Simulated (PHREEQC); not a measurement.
# Acid mine or pickling water: speciation

Model water analysis in mmol/kgw, 20 °C, pH 3.14, pe 11.3:

```csv
constituent,mmol/kgw
Na,0.85
K,0.0131
Ca,0.41
Mg,1.77
Cl,0.931
S(6),3.08
Mn(2),0.00282
Fe(3),0.0869
Zn,0.00304
F,0.142
```

Na is adjusted to close the charge balance.
Valence states are taken as typed.

The numbers come from PHREEQC with the ion-association model, phreeqc.dat.

Each row changes one thing in this solution. No solid was allowed to form.

```tsv
case	ionic strength (mol/kgw)	SO4-2 (mol/kgw)	Mg+2 (mol/kgw)	Ca+2 (mol/kgw)	HSO4- (mol/kgw)	F- (mol/kgw)	SI of Jarosite-K (KFe3(SO4)2(OH)6)	SI of Fe(OH)3(a) (Fe(OH)3)
as made	0.0105	0.00253	0.00144	0.000344	0.000118	2.69e-5	-1.29	-1.63
Mn(2) from 0.00282 to 0.00141 mmol/kgw	0.0105	0.00253	0.00144	0.000344	0.000118	2.69e-5	-1.29	-1.63
all concentrations times 3 at the same typed pH	0.0288	0.00692	0.00374	0.000914	0.000276	5.23e-5	+0.05	-1.56
Fe(3) from 0.0869 to 0.261 mmol/kgw	0.0104	0.00247	0.00144	0.000345	0.000115	9.17e-6	+1.16	-0.80
```

Complexes and solids missing from the database can't appear. Some of these states are supersaturated (in Hematite (slow to form), Goethite (slow to form), Jarosite-K, for instance). Fluoro complexes past AlF4- and FeF3 are missing from the database.
